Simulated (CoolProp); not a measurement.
Vapour-liquid equilibrium of ethylene (1) + propane (2) at -59.85 °C; x and y are mole fractions of (1).

Values from CoolProp's multi-fluid Helmholtz-energy mixture model, Smukala 2000 and Lemmon 2009; pair parameters Bell 2016.

```json
[
 {"x": "0.05", "bubble pressure (MPa)": "0.08136", "y at the bubble point": "0.489", "dew pressure at overall composition x (MPa)": "0.04522", "liquid density (mol/L)": "13.81"},
 {"x": "0.15", "bubble pressure (MPa)": "0.1580", "y at the bubble point": "0.757", "dew pressure at overall composition x (MPa)": "0.05032", "liquid density (mol/L)": "14.20"},
 {"x": "0.25", "bubble pressure (MPa)": "0.2332", "y at the bubble point": "0.849", "dew pressure at overall composition x (MPa)": "0.05672", "liquid density (mol/L)": "14.59"},
 {"x": "0.35", "bubble pressure (MPa)": "0.3059", "y at the bubble point": "0.897", "dew pressure at overall composition x (MPa)": "0.06496", "liquid density (mol/L)": "14.99"},
 {"x": "0.45", "bubble pressure (MPa)": "0.3760", "y at the bubble point": "0.925", "dew pressure at overall composition x (MPa)": "0.07598", "liquid density (mol/L)": "15.41"},
 {"x": "0.55", "bubble pressure (MPa)": "0.4438", "y at the bubble point": "0.945", "dew pressure at overall composition x (MPa)": "0.09149", "liquid density (mol/L)": "15.83"},
 {"x": "0.65", "bubble pressure (MPa)": "0.5102", "y at the bubble point": "0.961", "dew pressure at overall composition x (MPa)": "0.1149", "liquid density (mol/L)": "16.26"},
 {"x": "0.75", "bubble pressure (MPa)": "0.5768", "y at the bubble point": "0.973", "dew pressure at overall composition x (MPa)": "0.1543", "liquid density (mol/L)": "16.69"},
 {"x": "0.85", "bubble pressure (MPa)": "0.6456", "y at the bubble point": "0.984", "dew pressure at overall composition x (MPa)": "0.2338", "liquid density (mol/L)": "17.13"},
 {"x": "0.95", "bubble pressure (MPa)": "0.7189", "y at the bubble point": "0.995", "dew pressure at overall composition x (MPa)": "0.4627", "liquid density (mol/L)": "17.57"}
]
```

No azeotrope shows between x = 0.05 and 0.95.

The pair parameters rest on a limited set of measurements; away from them the model extrapolates. The gap from Raoult's law changes sign with composition, which may be real or a fault of the pair parameters; it wasn't checked against measurements.
